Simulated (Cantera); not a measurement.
Cantera run, input and output.

```python
import numpy as np
import cantera as ct

gas = ct.Solution("gri30.yaml")
gas.TP = 300, 100000
flame = ct.CounterflowDiffusionFlame(gas, width=0.02)
flame.fuel_inlet.X, flame.fuel_inlet.T = {'CO': 1, 'H2': 0.033}, 475
flame.oxidizer_inlet.X, flame.oxidizer_inlet.T = {'O2': 0.23, 'N2': 0.77}, 775
flame.set_refine_criteria(ratio=3, slope=0.12, curve=0.24, prune=0.03)
show = ['OH', 'H', 'NO', 'CO']

rows = []
print(f"{'mdot':>8s}{'a_max':>10s}{'a_mean':>10s}{'Tmax/K':>9s}" + "".join(f"{s:>11s}" for s in show) + "   (peak mole fractions)")
for i, mdot in enumerate([0.6, 0.92, 1.4, 2.2, 3.3, 5.1, 7.9, 12]):  # kg/m2/s on the oxidiser side
    flame.oxidizer_inlet.mdot, flame.fuel_inlet.mdot = mdot, 1 * mdot
    flame.solve(loglevel=0, auto=(i == 0))
    if flame.T.max() < max(475, 775) + 100:
        print(f"{mdot:8.3g}  no burning solution found from the previous one")
        break
    dT = np.abs(np.gradient(flame.T, flame.grid))
    rows.append([flame.strain_rate("max"), flame.strain_rate("mean"), flame.T.max(),
                 *(flame.X[gas.species_index(s)].max() for s in show), max(dT[0], dT[-1]) / dT.max()])
    print(f"{mdot:8.3g}{rows[-1][0]:10.1f}{rows[-1][1]:10.1f}{rows[-1][2]:9.1f}" + "".join(f"{x:11.3e}" for x in rows[-1][3:-1]))
```

Output:

```
    mdot     a_max    a_mean   Tmax/K         OH          H         NO         CO   (peak mole fractions)
     0.6     350.6     110.4   2163.8  4.854e-03  7.157e-03  2.477e-04  9.692e-01
    0.92     523.8     169.3   2090.8  4.680e-03  8.434e-03  1.521e-04  9.692e-01
     1.4     778.2     257.6   2014.0  4.429e-03  9.715e-03  1.011e-04  9.691e-01
     2.2    1195.1     404.8   1930.5  4.066e-03  1.112e-02  7.200e-05  9.690e-01
     3.3    1757.8     607.3   1852.1  3.678e-03  1.225e-02  5.441e-05  9.690e-01
     5.1    2652.6     938.5   1760.1  3.179e-03  1.309e-02  3.929e-05  9.689e-01
     7.9    4001.3    1453.8   1654.8  2.637e-03  1.302e-02  2.549e-05  9.688e-01
      12    5870.1    2208.2   1518.4  1.983e-03  1.099e-02  1.191e-05  9.689e-01
```

Cantera simulation using GRI-Mech 3.0 (53 species, 325 reactions); the numbers are that mechanism's predictions, not measurements. The maximum strain rate includes the flame's own expansion and is several times the mean.
